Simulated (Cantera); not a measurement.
Feed: 1 mol Ta₂O₅, 0.48 mol H₂, 0.59 mol H₂O, held at 2175 K and 47.0 Pa.

Cantera equilibrium calculation (NASA polynomials, part measured and part estimated; ideal gas, pure solids and liquids). Candidate condensed phases: H₂O, Ta, Ta₂O₅; 12 gas species. Rates play no part.

Base state: H₂O 0.466, H₂ 0.364, H 0.136, OH 0.0234, O 0.00612, O₂ 0.00332, TaO₂ 0.00161 (mole fractions); condensed: Ta₂O₅(l).

Question: What changes in the equilibrium state with this change: temperature from 2175 K to 1298.15 K?

Answer: 
| species | before | after |
|---|---|---|
| H₂O | 0.466 | 0.551 |
| H₂ | 0.364 | 0.449 |
| H | 0.136 | 3.32e-5 |
| OH | 0.0234 | 5.28e-7 |
| TaO₂ | 0.00161 | <1e-9 |
| O | 0.00612 | <1e-9 |
| O₂ | 0.00332 | <1e-9 |
| Ta₂O₅(l), mol | 0.999 | 0 |
| Ta₂O₅(s), mol | 0 | 1.00 |
